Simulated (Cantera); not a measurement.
**SiH4 + NH3 + H2 (silicon nitride deposition)**

Charge: 1 mol SiH4, 30 mol NH3, 72 mol H2, at 1177 °C.

Method: chemical equilibrium by Gibbs-energy minimisation in Cantera with the NASA 1993 tables (ideal gas, pure condensed phases). Candidate condensed phases: Si, Si3N4; 18 gas species. Kinetics and transport are ignored.

```csv
P (Pa),x H2,x N2,x H,x Si,x NH3,n Si(s),n Si3N4(s)
5,0.887,0.112,0.00126,6.15e-5,1.01e-9,0.991,0
15,0.887,0.112,0.000727,2.05e-5,3.04e-9,0.997,0
45,0.892,0.107,0.000421,3.42e-6,9.00e-9,0,0.333
140,0.892,0.107,0.000239,5.16e-7,2.80e-8,0,0.333
410,0.892,0.107,0.000140,8.61e-8,8.20e-8,0,0.333
1200,0.892,0.107,8.16e-5,1.44e-8,2.40e-7,0,0.333
3700,0.892,0.107,4.64e-5,2.20e-9,7.40e-7,0,0.333
11000,0.892,0.107,2.69e-5,3.58e-10,2.20e-6,0,0.333
33000,0.892,0.107,1.56e-5,5.74e-11,6.60e-6,0,0.333
100000,0.892,0.107,8.93e-6,9.04e-12,2.00e-5,0,0.333
```
x: gas mole fraction; n: condensed amount in mol.

From 5.00 Pa to 15.0 Pa the condensed part is Si(s). From 45.0 Pa to 100000 Pa the condensed part is Si3N4(s).
